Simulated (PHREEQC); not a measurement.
A solution holds 0.0042 mol/kgw NaHSO4, 0.00051 mol/kgw NaOH and 0.043 mol/kgw NaCl, at 20 °C. Closed to the air; pH follows from the charge balance.

The numbers come from PHREEQC with the ion-association model, wateq4f.dat.

No solid was allowed to form.

Question: Order these S species by the share of S that they hold, largest first: SO4-2, HSO4-, NaSO4-.

Answer: SO4-2 (81 %), HSO4- (11 %), NaSO4- (8.4 %)

The pH is 2.56 and the ionic strength 0.0540 mol/kgw. Species that the database lacks are ignored.
